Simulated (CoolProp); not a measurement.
A single-stage vapour-compression cycle with neopentane: evaporating at 297.15 K (dew point), condensing at 325.15 K (bubble point), superheat 0 K, subcooling 8 K, compressor efficiency 0.6, no pressure losses. Each further row changes one setting.

Computed with CoolProp (reference Helmholtz-energy equation of state, Lemmon 2006). It is a short technical equation, of lower accuracy than the large ones.

```json
[
 {"case": "as stated", "cooling COP": "5.92", "pressure ratio": "2.26", "discharge temperature (K)": "325.7", "refrigerating effect (kJ/kg)": "257", "volumetric capacity (kJ/m³)": "1330"},
 {"case": "evaporating temperature 302.15 K", "cooling COP": "7.50", "pressure ratio": "1.93", "discharge temperature (K)": "325.4", "refrigerating effect (kJ/kg)": "264", "volumetric capacity (kJ/m³)": "1590"},
 {"case": "condensing temperature 320.15 K", "cooling COP": "7.40", "pressure ratio": "1.98", "discharge temperature (K)": "321.0", "refrigerating effect (kJ/kg)": "269", "volumetric capacity (kJ/m³)": "1390"},
 {"case": "subcooling 13 K", "cooling COP": "6.20", "pressure ratio": "2.26", "discharge temperature (K)": "325.7", "refrigerating effect (kJ/kg)": "269", "volumetric capacity (kJ/m³)": "1390"},
 {"case": "superheat 10 K", "cooling COP": "6.02", "pressure ratio": "2.26", "discharge temperature (K)": "335.9", "refrigerating effect (kJ/kg)": "274", "volumetric capacity (kJ/m³)": "1360"},
 {"case": "compressor efficiency 0.5", "cooling COP": "4.93", "pressure ratio": "2.26", "discharge temperature (K)": "330.2", "refrigerating effect (kJ/kg)": "257", "volumetric capacity (kJ/m³)": "1330"}
]
```
